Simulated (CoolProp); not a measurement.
The fluid at 244.02 K and 0.0974 MPa (gas) is heated at constant pressure to 435.6 K. The same conditions are run with several fluids, on thermodynamics alone (safety and materials aside).

Values from CoolProp's reference Helmholtz-energy equation of state of each fluid (C3F8 (R218): Lemmon 2006; R22: Kamei 1995; sulfur hexafluoride: Guder 2009).

Rank C3F8 (R218), R22, sulfur hexafluoride by heat (kJ/kg), highest first.

C3F8 (R218) (163), sulfur hexafluoride (138), R22 (135)

```csv
fluid,final density (kg/m³)
C3F8 (R218),5.08
R22,2.33
sulfur hexafluoride,3.94
```
